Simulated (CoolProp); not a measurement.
Vapour-liquid equilibrium of n-octane (1) + m-xylene (2) at 610 kPa; x and y are mole fractions of (1).

The numbers come from the multi-fluid Helmholtz-energy mixture model, Beckmüller 2019 and Zhou 2012; pair parameters Bell 2016 in CoolProp.

Question: Give the bubble temperature and the first vapour's composition at x = 0.05, 0.275, 0.725. Is there an azeotrope?

Answer: x = 0.05: 493.4 K, y = 0.065; x = 0.275: 488.9 K, y = 0.329; x = 0.725: 481.9 K, y = 0.764. No azeotrope shows between x = 0.05 and 0.95.

Pair parameters are fitted to limited data, so mixtures are less certain than the pure fluids.
